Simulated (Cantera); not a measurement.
A freely propagating, adiabatic, planar premixed flame of CO : H2 : CH4 : O2 : N2 = 1 : 0.4 : 0.17 : 1.18 : 4.42 (molar parts), equivalence ratio 0.88, unburnt at 325 K and 97.5 Torr; mixture-averaged transport, grid criteria slope 0.08 and curve 0.16, no radiation.

Detailed kinetics in Cantera: GRI-Mech 3.0 (53 species, 325 reactions). Burning velocities carry a grid error of a few per cent, more on coarse grids.

Q: Predict: laminar burning velocity; thermal thickness; peak x(CH2CO).

A: 
```
Quantity                      Value
------------------------  ---------
laminar burning velocity  99.4 cm/s
thermal thickness           3.88 mm
peak x(CH2CO)               3.61e-7
```
